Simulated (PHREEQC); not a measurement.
A made-up water analysis in mg/kgw, 25 °C, pH 6.5:

```tsv
constituent	mg/kgw
Na	2700
K	17.8
Ca	163
Mg	75.4
Cl	4350
S(6) as SO4	367
Alkalinity as HCO3	0.132
Br	131
Li	1.48
```

Valence states are taken as typed.

The numbers come from PHREEQC with the Pitzer model, pitzer.dat.

Task: The ionic strength comes out as 0.143 mol/kgw. What activity coefficients do SO4-2, K+, Na+, Ca+2, Cl- get?

Result: SO4-2 0.24, K+ 0.75, Na+ 0.77, Ca+2 0.32, Cl- 0.74. Single-ion values are on the MacInnes scale.

Precipitation was switched off in this run.
